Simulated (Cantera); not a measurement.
Input: 1 mol B₂O₃, 7.3 mol F₂, 11 mol H₂, equilibrated at 1323 K and 0.00410 bar.

Equilibrium computed with Cantera from the NASA thermochemical tables; the gas is ideal and each condensed phase is pure. Candidate condensed phases: B, B₂O₃, B₃O₃H₃, H₂O; 43 gas species. Gases not in the tables: H₃BO₃. Rates play no part.

Base state: HF 0.574, H₂ 0.203, H₂O 0.113, BF₃ 0.0609, BOF 0.0458, HBO₂ 0.00280, B₃O₃F₃ 0.000150, H 1.12e-5 (mole fractions); condensed: gas only.

**Question.** What changes in the equilibrium state with this change: pressure from 0.00410 bar to 0.100 bar?

**Answer.** 
| species | before | after |
|---|---|---|
| HF | 0.574 | 0.509 |
| H₂ | 0.203 | 0.212 |
| H₂O | 0.113 | 0.164 |
| BF₃ | 0.0609 | 0.107 |
| BOF | 0.0458 | 0.00613 |
| H | 1.12e-5 | 2.31e-6 |
| HBO₂ | 0.00280 | 0.000614 |
